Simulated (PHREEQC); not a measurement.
Make-up at 25 °C: 0.065 mol/kgw NH4HF2 and 6.2e-05 mol/kgw (NH4)2SiF6. Closed to the air; pH follows from the charge balance.

Model: ion-association model, wateq4f.dat, run in PHREEQC.

This is a speciation only: nothing precipitates in the calculation.

Task: Estimate the pH, ionic strength.

Result: pH 3.17; ionic strength 0.0660 mol/kgw.

Task: In which forms is F present?

Result: F- 43 %, HF 34 %, HF2- 15 %, H2F2 7.9 % of the F.

wateq4f.dat counts part of the HF as a dimer, H2F2, which phreeqc.dat doesn't know; its constant is uncertain. SiF6-2 is the database's only silicon fluoride.
